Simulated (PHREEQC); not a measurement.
A column of 0.1 m (30 cells, dispersivity 0.008 m, 300 s a shift, diffusion coefficient 3e-10 m²/s) holds 0.012 eq of the database's cation exchanger X per kg of pore water, first in equilibrium with 11 mmol/kgw (NH4)2SO4 and 0.01 mmol/kgw HCl. It is flushed with 0.005 mol MgCl2, 0.0026 mol MnCl2, 0.00044 mol KCl and 1e-05 mol HCl per kg of water, at 15 °C. Values are for the last cell. The system is closed to CO2. No solid was allowed to form.

All values are PHREEQC results (ion-association model, phreeqc.dat), not measurements.

| pore volumes | Mg in solution (mol/kgw) | Mn in solution (mol/kgw) | K in solution (mol/kgw) | S in solution (mol/kgw) | Cl in solution (mol/kgw) | MnX2 on the exchanger (mol/kgw) | KX on the exchanger (mol/kgw) |
|---|---|---|---|---|---|---|---|
| 0 | 0 | 0 | 0 | 0.0110 | 1.00e-5 | 0 | 0 |
| 0.2833 | 8.60e-14 | 5.93e-14 | 1.78e-10 | 0.0110 | 1.68e-5 | [?] | 1.30e-10 |
| 0.55 | 2.89e-8 | 1.97e-8 | [?] | 0.0101 | [?] | 4.07e-8 | 8.92e-7 |
| 0.8167 | 2.63e-6 | 1.89e-6 | 2.16e-5 | [?] | 0.00579 | 4.80e-6 | 1.74e-5 |
| 1.217 | 0.000193 | 0.000137 | 0.000158 | [?] | 0.0119 | 0.000373 | 0.000126 |
| 1.483 | 0.00130 | 0.000826 | 0.000289 | 0.00123 | 0.0139 | 0.00121 | 0.000165 |
| 1.75 | 0.00273 | 0.00160 | 0.000367 | 0.000540 | 0.0149 | 0.00161 | 0.000171 |
| 2.017 | 0.00371 | 0.00209 | [?] | 0.000229 | 0.0153 | 0.00177 | 0.000173 |
| 2.283 | 0.00429 | 0.00235 | 0.000425 | 9.56e-5 | 0.0155 | 0.00183 | 0.000174 |
| 2.55 | 0.00462 | [?] | [?] | 3.93e-5 | 0.0156 | 0.00186 | 0.000173 |
| 2.817 | 0.00479 | 0.00254 | 0.000438 | 1.61e-5 | 0.0156 | 0.00187 | 0.000173 |
| 3.217 | 0.00492 | 0.00258 | 0.000440 | 4.16e-6 | 0.0156 | 0.00187 | 0.000173 |
| 3.483 | 0.00496 | 0.00259 | 0.000440 | 1.68e-6 | 0.0156 | 0.00187 | 0.000173 |
| 3.75 | 0.00498 | 0.00260 | 0.000440 | 6.80e-7 | 0.0156 | 0.00187 | 0.000172 |
| 4.017 | 0.00499 | 0.00260 | 0.000440 | 2.75e-7 | 0.0157 | 0.00187 | 0.000172 |

Q: Fill in the missing entries.

A: 
- 0.2833, MnX2 on the exchanger (mol/kgw): 1.16e-13
- 0.55, K in solution (mol/kgw): 1.20e-6
- 0.55, Cl in solution (mol/kgw): 0.00132
- 0.8167, S in solution (mol/kgw): 0.00693
- 1.217, S in solution (mol/kgw): 0.00267
- 2.017, K in solution (mol/kgw): 0.000406
- 2.55, Mn in solution (mol/kgw): 0.00248
- 2.55, K in solution (mol/kgw): 0.000434
